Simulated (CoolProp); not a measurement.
Oxygen along the isotherm 143.9 K: fugacity coefficient from the reference equation and from simpler models built on Tc = 154.6 K, pc = 50.46 bar, ω = 0.022; each cubic takes its own stable root.

Values from CoolProp's reference Helmholtz-energy equation of state, Schmidt 1985.

| p (bar) | phase | reference |
|---|---|---|
| 28 | gas | 0.7741 |
| 56.1 | liquid | 0.4648 |
| 84.1 | liquid | 0.3393 |
| 112 | liquid | 0.2778 |
| 140 | liquid | 0.2418 |
| 168 | liquid | 0.2189 |
| 196 | liquid | 0.2036 |
| 224 | liquid | 0.1930 |
| 252 | liquid | 0.1856 |

**Question.** How far does each simpler model (van der Waals, Redlich-Kwong, Soave-Redlich-Kwong, Peng-Robinson) lie from the reference over these 9 states: mean and median of the absolute difference, and the worst?

**Answer.** 
- van der Waals: mean 26.2 %, median 27.3 %, worst +41.8 % at 143.9 K and 252 bar
- Redlich-Kwong: mean 2.4 %, median 2.7 %, worst +3.3 % at 143.9 K and 252 bar
- Soave-Redlich-Kwong: mean 2.3 %, median 2.7 %, worst +3.3 % at 143.9 K and 252 bar
- Peng-Robinson: mean 4.2 %, median 3.9 %, worst -6.7 % at 143.9 K and 252 bar
